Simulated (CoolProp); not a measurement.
Vapour-liquid equilibrium of propane (1) + R113 (2) at 0.487 MPa; x and y are mole fractions of (1).

The numbers come from the multi-fluid Helmholtz-energy mixture model, Lemmon 2009 and Marx 1992; pair parameters Bell 2016 in CoolProp.

```csv
x,"bubble temperature, mixture model (°C)","bubble temperature, Raoult's law (°C)","y, mixture model","y, Raoult's law"
0.05,89.8,87.6,0.304,0.370
0.125,70.5,68.9,(withheld),0.650
0.2,55.4,55.2,0.756,0.787
0.275,(withheld),44.8,0.843,0.863
0.35,(withheld),36.5,(withheld),0.908
0.425,28.4,29.8,0.924,0.936
0.5,22.9,24.1,0.944,0.956
0.575,(withheld),19.3,0.959,0.969
0.65,14.6,15.1,0.969,0.979
0.725,11.2,11.4,0.978,0.986
0.8,8.2,8.1,(withheld),0.991
0.875,5.3,5.2,0.991,0.995
0.95,2.6,2.5,0.997,0.998
```

Q: What belongs in the gaps?

A: 
- 0.125, y, mixture model: 0.598
- 0.275, bubble temperature, mixture model (°C): 43.9
- 0.35, bubble temperature, mixture model (°C): 35.2
- 0.35, y, mixture model: 0.893
- 0.575, bubble temperature, mixture model (°C): 18.4
- 0.8, y, mixture model: 0.985

The largest gap from Raoult's law is +2.2 K in bubble temperature, at x = 0.05. No azeotrope shows between x = 0.05 and 0.95.

Pair parameters are fitted to limited data, so mixtures are less certain than the pure fluids. The gap from Raoult's law changes sign with composition, which may be real or a fault of the pair parameters; it wasn't checked against measurements.
